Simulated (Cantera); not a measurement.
Charge: 1 mol Fe3O4, 13 mol CO, 4.5 mol H2, equilibrated at 1000 Pa.

Points: T (K) = 1575, 1625, 1675, 1725, 1775, 1825, 1875, 1925, 1975, 2025, 2075, 2125, 2175, 2225.

Cantera's Mixture.equilibrate('TP', solver="vcs", rtol=1e-11, max_steps=5000) on the NASA tables stopped like this:

```
T = 1575 K  P = 1000 Pa  gas = 17.5 mol
   x: CO 6.433e-01  H2 1.774e-01  CO2 9.944e-02  H2O 7.957e-02
   condensed (mol): Fe(c) 2.132  FeO(s) 0.8666
T = 1625 K  P = 1000 Pa  gas = 17.51 mol
   x: CO 6.456e-01  H2 1.751e-01  CO2 9.700e-02  H2O 8.180e-02
   condensed (mol): Fe(c) 2.127  FeO(s) 0.8698
T = 1675 K  P = 1000 Pa  gas = 17.51 mol
   x: CO 6.498e-01  H2 1.744e-01  CO2 9.259e-02  H2O 8.237e-02
   condensed (mol): Fe(d) 2.057  FeO(L) 0.9358
ERROR: FAILURE its = 5001!

*******************************************************************************
CanteraError thrown by MultiPhase::equilibrate:
VCS solver failed. Return code: -1
*******************************************************************************
```

What got this run through?

Several could match; the one computed here: The failure is numerical, not chemical. The same input converged with solver="gibbs", rtol=1e-10, max_steps=50000, and the result passed a check of the equilibrium conditions:
```
T = 1575 K  P = 1000 Pa  gas = 17.5 mol
   x: CO 6.433e-01  H2 1.774e-01  CO2 9.944e-02  H2O 7.957e-02
   condensed (mol): Fe(c) 2.132  FeO(s) 0.8666
T = 1625 K  P = 1000 Pa  gas = 17.51 mol
   x: CO 6.456e-01  H2 1.751e-01  CO2 9.700e-02  H2O 8.180e-02
   condensed (mol): Fe(c) 2.127  FeO(s) 0.8698
T = 1675 K  P = 1000 Pa  gas = 17.51 mol
   x: CO 6.498e-01  H2 1.744e-01  CO2 9.259e-02  H2O 8.237e-02
   condensed (mol): Fe(d) 2.057  FeO(L) 0.9358
T = 1725 K  P = 1000 Pa  gas = 17.52 mol
   x: CO 6.552e-01  H2 1.749e-01  CO2 8.668e-02  H2O 8.145e-02
   condensed (mol): Fe(d) 1.93  FeO(L) 1.053
T = 1775 K  P = 1000 Pa  gas = 17.55 mol
   x: CO 6.596e-01  H2 1.754e-01  CO2 8.132e-02  H2O 8.045e-02  Fe 2.038e-03  H 1.212e-03
   condensed (mol): Fe(d) 1.804  FeO(L) 1.16
T = 1825 K  P = 1000 Pa  gas = 17.59 mol
   x: CO 6.620e-01  H2 1.751e-01  H2O 7.977e-02  CO2 7.698e-02  Fe 4.183e-03  H 1.843e-03
   condensed (mol): Fe(L) 1.685  FeO(L) 1.241
T = 1875 K  P = 1000 Pa  gas = 17.67 mol
   x: CO 6.617e-01  H2 1.735e-01  H2O 7.979e-02  CO2 7.401e-02  Fe 8.113e-03  H 2.730e-03
   condensed (mol): Fe(L) 1.576  FeO(L) 1.279
T = 1925 K  P = 1000 Pa  gas = 17.81 mol
   x: CO 6.589e-01  H2 1.712e-01  H2O 7.943e-02  CO2 7.104e-02  Fe 1.517e-02  H 3.955e-03
   condensed (mol): Fe(L) 1.413  FeO(L) 1.315
T = 1975 K  P = 1000 Pa  gas = 18.05 mol
   x: CO 6.522e-01  H2 1.678e-01  H2O 7.849e-02  CO2 6.792e-02  Fe 2.744e-02  H 5.605e-03
   condensed (mol): Fe(L) 1.153  FeO(L) 1.347
T = 2025 K  P = 1000 Pa  gas = 18.47 mol
   x: CO 6.393e-01  H2 1.628e-01  H2O 7.669e-02  CO2 6.442e-02  Fe 4.811e-02  H 7.766e-03
   condensed (mol): Fe(L) 0.7261  FeO(L) 1.376
T = 2075 K  P = 1000 Pa  gas = 19.2 mol
   x: CO 6.169e-01  H2 1.552e-01  Fe 8.196e-02  H2O 7.360e-02  CO2 6.026e-02  H 1.049e-02
   condensed (mol): Fe(L) 0.008739  FeO(L) 1.399
T = 2125 K  P = 1000 Pa  gas = 19.77 mol
   x: CO 5.861e-01  H2 1.366e-01  Fe 1.058e-01  H2O 8.373e-02  CO2 7.145e-02  H 1.342e-02  FeO 1.714e-03  OH 1.021e-03
   condensed (mol): FeO(L) 0.8736
T = 2175 K  P = 1000 Pa  gas = 20.45 mol
   x: CO 5.508e-01  Fe 1.318e-01  H2 1.170e-01  H2O 9.368e-02  CO2 8.483e-02  H 1.670e-02  FeO 3.093e-03  OH 1.796e-03
   condensed (mol): FeO(L) 0.2398
T = 2225 K  P = 1000 Pa  gas = 20.76 mol
   x: CO 5.373e-01  Fe 1.404e-01  H2 1.084e-01  H2O 9.623e-02  CO2 8.889e-02  H 2.133e-02  FeO 4.031e-03  OH 2.742e-03
   condensed (mol): none
```

The gas is ideal and each condensed phase is pure. Each liquid is taken as pure. Mutual solubility and eutectic melting of coexisting phases are not modelled. The tables' stoichiometric FeO is somewhat more stable than real wüstite, so its field is too wide. FeO: taken at fixed stoichiometry.
